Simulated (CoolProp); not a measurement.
Properties of dry air at several states (Tc = 132.5 K, pc = 3.786 MPa, ω = 0.034).

Computed with CoolProp (reference Helmholtz-energy equation of state, Lemmon 2000). It is a pseudo-pure fit of the blend.

```json
[
 {"T (K)": "719.8", "p (MPa)": "16.2", "phase": "supercritical", "density (kg/m³)": "[?]", "cv (kJ/(kg K))": "0.7996", "isothermal compressibility (1/MPa)": "0.05783", "expansivity (1/kK)": "[?]", "Prandtl number": "[?]"},
 {"T (K)": "572.7", "p (MPa)": "10", "phase": "supercritical", "density (kg/m³)": "[?]", "cv (kJ/(kg K))": "0.7640", "isothermal compressibility (1/MPa)": "0.09583", "expansivity (1/kK)": "1.749", "Prandtl number": "0.714"},
 {"T (K)": "267.4", "p (MPa)": "0.489", "phase": "gas", "density (kg/m³)": "6.391", "cv (kJ/(kg K))": "0.7180", "isothermal compressibility (1/MPa)": "2.051", "expansivity (1/kK)": "3.808", "Prandtl number": "0.716"},
 {"T (K)": "132.1", "p (MPa)": "0.548", "phase": "gas", "density (kg/m³)": "15.23", "cv (kJ/(kg K))": "[?]", "isothermal compressibility (1/MPa)": "1.926", "expansivity (1/kK)": "8.854", "Prandtl number": "0.788"},
 {"T (K)": "637.5", "p (MPa)": "1.67", "phase": "gas", "density (kg/m³)": "9.070", "cv (kJ/(kg K))": "0.7736", "isothermal compressibility (1/MPa)": "0.5950", "expansivity (1/kK)": "1.568", "Prandtl number": "0.708"},
 {"T (K)": "762.7", "p (MPa)": "0.427", "phase": "gas", "density (kg/m³)": "1.947", "cv (kJ/(kg K))": "[?]", "isothermal compressibility (1/MPa)": "2.338", "expansivity (1/kK)": "1.310", "Prandtl number": "[?]"}
]
```

Task: Some entries are withheld; supply them.

Result: 
- 719.8, density (kg/m³): 73.72
- 719.8, expansivity (1/kK): 1.352
- 719.8, Prandtl number: 0.721
- 572.7, density (kg/m³): 58.49
- 132.1, cv (kJ/(kg K)): 0.7373
- 762.7, cv (kJ/(kg K)): 0.8029
- 762.7, Prandtl number: 0.715

Viscosity comes from a separate model (Lemmon 2004). Thermal conductivity comes from a separate model (Lemmon 2004).
